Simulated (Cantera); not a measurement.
Mixture: 15.3 % H₂, 17.8 % O₂, 66.9 % N₂, at 270000 Pa, adiabatic and at constant volume. Ignition delay is the time to a rise of 400 K.

Computed with Cantera and GRI-Mech 3.0 (53 species, 325 reactions). The hydrogen kinetics of GRI-Mech 3.0 are dated; newer H2 mechanisms differ, most at raised pressure. Where the delays flatten at high temperature, the 400 K rule measures the pace of heat release, not the induction time.

Q: Predict: delay at 1298 K; delay at 1498 K; delay at 1698 K; delay at 1898 K; delay at 2098 K.

A: 
| Item | Value |
|---|---|
| delay at 1298 K | 12.1 µs |
| delay at 1498 K | 6.22 µs |
| delay at 1698 K | 4.69 µs |
| delay at 1898 K | 4.64 µs |
| delay at 2098 K | 5.41 µs |
